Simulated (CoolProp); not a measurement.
R152A at 293.15 K and 1.11 MPa flows at 12 m/s in a round tube of 1 mm bore and 45 µm roughness, fully developed (64/Re and Nu = 3.66 if laminar; Colebrook and Gnielinski if turbulent). Each further row changes one setting.

Model: reference Helmholtz-energy equation of state, Outcalt 1996, in CoolProp. It is a modified Benedict-Webb-Rubin equation, recast in Helmholtz form.

```csv
case,Reynolds number,Darcy friction factor,pressure drop (Pa/m),heat-transfer coefficient (W/(m² K)),mass flow (kg/h)
as stated,63500,0.0686,4510000,…,31.0
velocity 24 m/s,127000,…,1.80e7,…,62.0
diameter 2 mm,127000,…,1680000,…,…
```

Q: Some entries are withheld; supply them.

A: 
- as stated, heat-transfer coefficient (W/(m² K)): 73100
- velocity 24 m/s, Darcy friction factor: 0.0684
- velocity 24 m/s, heat-transfer coefficient (W/(m² K)): 147000
- diameter 2 mm, Darcy friction factor: 0.0512
- diameter 2 mm, heat-transfer coefficient (W/(m² K)): 59500
- diameter 2 mm, mass flow (kg/h): 124

Viscosity comes from a separate model (Bell 2016), an estimate that may be off by 10 % or more. Thermal conductivity comes from a separate model (Krauss 1996).
